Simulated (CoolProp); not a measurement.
Vapour-liquid equilibrium of carbon dioxide (1) + R125 (2) at 263.4 K; x and y are mole fractions of (1).

The numbers come from the multi-fluid Helmholtz-energy mixture model, Span 1996 and Lemmon 2005; pair parameters Bell 2016 in CoolProp.

Q: Give the bubble pressure and the first vapour's composition at x = 0.35, 0.55, 0.95. Is there an azeotrope?

A: x = 0.35: 13.14 bar, y = 0.701; x = 0.55: 17.33 bar, y = 0.818; x = 0.95: 25.56 bar, y = 0.980. No azeotrope shows between x = 0.05 and 0.95.

The pair parameters rest on a limited set of measurements; away from them the model extrapolates.
